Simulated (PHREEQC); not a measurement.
Hard or scaling water

Solution (75 °C): 0.011 mol/kgw MgCl2 and 0.0016 mol/kgw CO2. Closed to the air; pH follows from the charge balance.

Model: ion-association model, phreeqc.dat, run in PHREEQC.

Each row changes one thing in this solution. No solid was allowed to form.

```csv
case,pH,ionic strength (mol/kgw),HCO3- (mol/kgw),(CO2)2 (mol/kgw),CO3-2 (mol/kgw)
as made,4.54,0.0330,3.08e-5,1.57e-7,1.35e-10
CO2 replaced by (NH4)2CO3 at the same molality,7.93,0.0341,0.00135,4.79e-11,[?]
MgCl2 left out,4.56,2.76e-5,2.75e-5,1.57e-7,[?]
MgCl2 from 0.011 to 0.0022 mol/kgw,4.55,0.00663,2.95e-5,1.57e-7,1.05e-10
CO2 from 0.0016 to 0.00176 mol/kgw,4.51,0.0330,3.23e-5,1.91e-7,1.35e-10
CO2 replaced by NH4HCO3 at the same molality,7.08,0.0341,0.00128,2.24e-9,1.95e-6
```

### Question
Some entries are withheld; supply them.

### Answer

- CO2 replaced by (NH4)2CO3 at the same molality, CO3-2 (mol/kgw): 1.49e-5
- MgCl2 left out, CO3-2 (mol/kgw): 7.70e-11

Constants without temperature data keep their 25 °C values here.
